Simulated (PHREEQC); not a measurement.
# Copper plating or etch bath: speciation

Dissolve 0.15 mol Cu(NO3)2, 0.00012 mol H2SO4 and 0.00027 mol FeCl3 per kg of water at 25 °C. Closed to the air; pH follows from the charge balance.

Equilibrium calculation in PHREEQC: ion-association model, phreeqc.dat.

| Quantity | Value |
|---|---|
| pH | 3.39 |
| ionic strength | 0.451 mol/kgw |
| activity of water | 0.992 |
| specific conductance | 24200 µS/cm |
| density | 1.020 g/cm³ |
| total alkalinity | -0.780 meq/kg |

| species | molality | activity | log γ |
|---|---|---|---|
| NO3- | 0.300 | 0.187 | -0.206 |
| Cu+2 | 0.150 | 0.0386 | -0.590 |
| Cl- | 0.000734 | 0.000482 | -0.183 |
| H+ | 0.000532 | 0.000409 | -0.115 |
| FeOH+2 | 0.000180 | 4.02e-5 | -0.651 |
| CuCl+ | 7.60e-5 | 5.00e-5 | -0.182 |
| CuSO4 | 7.18e-5 | 7.96e-5 | 0.045 |
| SO4-2 | 4.73e-5 | 1.01e-5 | -0.670 |
| Fe(OH)2+ | 4.63e-5 | 3.23e-5 | -0.156 |

This is a speciation only: nothing precipitates in the calculation. Saturation is exceeded, for instance for Hematite (slow to form), Goethite (slow to form); the values hold only as long as no solid forms. Species that the database lacks are ignored.
